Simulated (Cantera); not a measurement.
A freely propagating, adiabatic, planar premixed flame of 7.16 % CO, 3.01 % H2, 9.31 % CH4, 16.9 % O2, 63.6 % N2, equivalence ratio 1.4, unburnt at 425 K and 1000000 Pa; mixture-averaged transport, grid criteria slope 0.08 and curve 0.16, no radiation.

Computed with Cantera and GRI-Mech 3.0 (53 species, 325 reactions). Burning velocities carry a grid error of a few per cent, more on coarse grids.

x: mole fraction of selected species; z is measured from the peak of heat release.

```tsv
z (mm)	T (K)	u (m/s)	x CO	x H2	x CH4	x C2H4	x CH3	x CH2
-0.344	426	0.196	0.0716	0.0305	0.0929	1.67e-7	<1e-8	<1e-8
-0.230	433	0.200	0.0715	0.0312	0.0925	1.27e-6	<1e-8	<1e-8
-0.172	460	0.212	0.0716	0.0320	0.0911	8.52e-6	<1e-8	<1e-8
-0.115	603	0.279	0.0729	0.0335	0.0837	8.06e-5	1.08e-7	<1e-8
-0.0574	…	0.525	…	0.0356	…	…	…	<1e-8
-0.0287	1539	0.724	0.0897	0.0367	0.0305	0.00110	0.000590	5.05e-7
0	1909	0.901	0.0970	0.0376	0.00950	0.000718	0.00131	1.18e-5
0.0287	2080	0.979	0.0964	0.0381	0.00225	9.92e-5	0.000677	1.57e-5
0.0574	2132	1.00	0.0938	0.0393	0.000769	1.22e-5	0.000256	6.57e-6
0.115	2156	1.01	0.0914	0.0411	0.000241	9.90e-7	6.27e-5	1.23e-6
0.230	2164	1.01	0.0906	0.0422	…	…	…	…
0.459	2165	1.01	0.0906	0.0425	2.57e-5	3.95e-8	3.62e-6	3.80e-8
0.918	2165	1.01	0.0907	0.0426	3.80e-6	<1e-8	5.07e-7	<1e-8
```

Fill in the missing entries.


- -0.0574, T (K): 1120
- -0.0574, x CO: 0.0809
- -0.0574, x CH4: 0.0553
- -0.0574, x C2H4: 0.000584
- -0.0574, x CH3: 5.95e-5
- 0.230, x CH4: 8.21e-5
- 0.230, x C2H4: 1.57e-7
- 0.230, x CH3: 1.45e-5
- 0.230, x CH2: 1.90e-7
